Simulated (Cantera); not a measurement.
An isothermal, constant-pressure homogeneous reactor starts with H2 : O2 : N2 = 0.68 : 1 : 2.3 (molar parts), equivalence ratio 0.34, at 1375 K and 0.730 bar. Integrator tolerance rtol = 1e-08.

Model: GRI-Mech 3.0 (53 species, 325 reactions), integrated in Cantera. The temperature is held fixed by assumption; the heat of reaction is taken as removed at once.

**Question.** What does this change do: temperature 1375 to 900 K?

**Answer.** 
```json
[
 {"quantity": "x(H2) at 1.00 s", "before": "1.58e-7 (gas-phase equilibrium 1.58e-7)", "after": "0.111 (gas-phase equilibrium 1.65e-12)"},
 {"quantity": "x(O2) at 1.00 s", "before": "0.181 (gas-phase equilibrium 0.181)", "after": "0.226 (gas-phase equilibrium 0.181)"},
 {"quantity": "x(O) at 1.00 s", "before": "3.19e-7 (gas-phase equilibrium 3.19e-7)", "after": "6.90e-8 (gas-phase equilibrium 2.70e-12)"},
 {"quantity": "x(OH) at 1.00 s", "before": "3.41e-5 (gas-phase equilibrium 3.41e-5)", "after": "5.71e-8 (gas-phase equilibrium 1.88e-8)"},
 {"quantity": "x(N2O) at 1.00 s", "before": "2.59e-8 (gas-phase equilibrium 2.57e-8)", "after": "2.05e-9 (gas-phase equilibrium 5.45e-10)"}
]
```
Below about 950 K walls govern HO2 and H2O2 in real vessels.
